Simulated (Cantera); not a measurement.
A closed system holds: 1 mol Cr, 0.67 mol O2, 100 mol H2, equilibrated at 1.33 mbar.

Cantera equilibrium calculation (NASA polynomials, part measured and part estimated; ideal gas, pure solids and liquids). Candidate condensed phases: Cr, Cr2O3, H2O; 13 gas species. Mutual solubility and eutectic melting of coexisting phases are not modelled. Rates play no part.

Question: Which condensed phases are stable at each of these points (T (K)): 925, 1075, 1225, 1375, 1525, 1675, 1825, 1975, 2125?

Answer: 
```json
[
 {"T (K)": "925", "condensed phases": "Cr(s) + Cr2O3(s)", "Cr condensed (%)": "100.0"},
 {"T (K)": "1075", "condensed phases": "Cr(s) + Cr2O3(s)", "Cr condensed (%)": "100.0"},
 {"T (K)": "1225", "condensed phases": "Cr(s) + Cr2O3(s)", "Cr condensed (%)": "100.0"},
 {"T (K)": "1375", "condensed phases": "Cr(s) + Cr2O3(s)", "Cr condensed (%)": "99.7"},
 {"T (K)": "1525", "condensed phases": "Cr(s) + Cr2O3(s)", "Cr condensed (%)": "93.0"},
 {"T (K)": "1675", "condensed phases": "Cr2O3(s)", "Cr condensed (%)": "50.8"},
 {"T (K)": "1825", "condensed phases": "gas only", "Cr condensed (%)": "0.0"},
 {"T (K)": "1975", "condensed phases": "gas only", "Cr condensed (%)": "0.0"},
 {"T (K)": "2125", "condensed phases": "gas only", "Cr condensed (%)": "0.0"}
]
```

From 925 K to 1525 K the condensed part is Cr(s) + Cr2O3(s). At 1675 K the condensed part is Cr2O3(s). From 1825 K to 2125 K nothing is condensed.
